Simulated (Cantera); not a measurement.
Cantera run:

```python
import numpy as np
import cantera as ct

gas_names = """
    Cr CrN CrO CrO2 CrO3 N NO NO2 NO3 N2 N2O O O2 O3
""".split()
cond_names = """
    Cr(cr) Cr(L) CrN(s) Cr2N(s) Cr2O3(s) Cr2O3(L)
""".split()


# ... load() reads the species with a 1 bar reference pressure and builds the phases ...
atoms = {
    'Cr': {'Cr': 1},
    'N2O': {'N': 2, 'O': 1},
    'N2': {'N': 2},
}
top_T = {'CrN(s)': 1900, 'Cr2N(s)': 1900}  # K; cautious upper limits of use, not melting points


# ... equilibrate(T, P, feed) seeds the gas with the atoms and calls Mixture.equilibrate('TP', solver="vcs", rtol=1e-11, max_steps=5000) ...
results = []
feed = {'Cr': 1, 'N2O': 1.2, 'N2': 57}  # mol
T = 1600  # K
for P in [0.1, 0.75, 5.6, 42, 320, 2400, 18000, 130000, 1000000]:
    mix = equilibrate(T, P, feed)
    results.append((T, P, feed, dict(zip(mix.species_names, mix.species_moles))))

top = {s: max(r[3][s] / sum(r[3][g] for g in gas_names) for r in results) for s in gas_names}
cols = sorted((s for s in top if top[s] > 0.0001), key=lambda s: -top[s])[:8]
seen = [c for c in cond_names if any(r[3].get(c, 0) > 1e-12 for r in results)]
print("log10 of partial pressures in bar; condensed amounts in mol")
print(f"{'P/Pa':>10s}" + "".join(f"{s[:9]:>10s}" for s in cols + seen))
for T, P, feed, n in results:
    ng = sum(n[g] for g in gas_names)
    print(f"{P:10.4g}" + "".join(f"{np.log10(max(n[s] / ng * P / 1e5, 1e-99)):10.3f}" for s in cols)
          + "".join(f"{n.get(c, 0):10.4g}" for c in seen))
```

Output:

```
log10 of partial pressures in bar; condensed amounts in mol
      P/Pa        N2        Cr       CrO    Cr(cr)   Cr2N(s)  Cr2O3(s)
       0.1    -6.002    -8.475    -9.492         0         0    0.3916
      0.75    -5.126    -7.594    -9.198         0         0    0.3982
       5.6    -4.253    -6.718    -8.906         0         0    0.3996
        42    -3.378    -5.842    -8.614         0         0    0.3999
       320    -2.495    -5.414    -8.471    0.1298         0       0.4
      2400    -1.620    -5.414    -8.471    0.1907         0       0.4
   1.8e+04    -0.745    -5.428    -8.476         0    0.0994       0.4
   1.3e+05     0.114    -5.643    -8.548         0   0.09995       0.4
     1e+06     1.000    -5.865    -8.621         0       0.1       0.4
```

Cantera equilibrium calculation (NASA polynomials, part measured and part estimated; ideal gas, pure solids and liquids). Mutual solubility and eutectic melting of coexisting phases are not modelled.
